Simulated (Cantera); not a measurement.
Feed: 1 mol MgO, 1.9 mol H2S, 1.5 mol H2O, equilibrated at 1650 °C and 1.80 bar.

Cantera equilibrium calculation (NASA polynomials, part measured and part estimated; ideal gas, pure solids and liquids). Candidate condensed phases: H2O, H2SO4, Mg, MgO, Mg(OH)2, MgS, MgSO4, S; 26 gas species. Kinetics and transport are ignored.

### Question
What is the equilibrium state?

### Answer
```json
{
  "x(H2O)": "0.346",
  "x(H2)": "0.344",
  "x(S2)": "0.152",
  "x(H2S)": "0.132",
  "x(SH)": "0.0137",
  "x(SO2)": "0.00750",
  "x(SO)": "0.00340",
  "x(S2O)": "0.00113",
  "x(S)": "0.000547",
  "n(MgO(s))": "1.000 mol",
  "gas_amount": "4.104 mol",
  "log10 activity of S(l) (absent)": "-1.82",
  "log10 activity of Mg(l) (absent)": "-6.71"
}
```
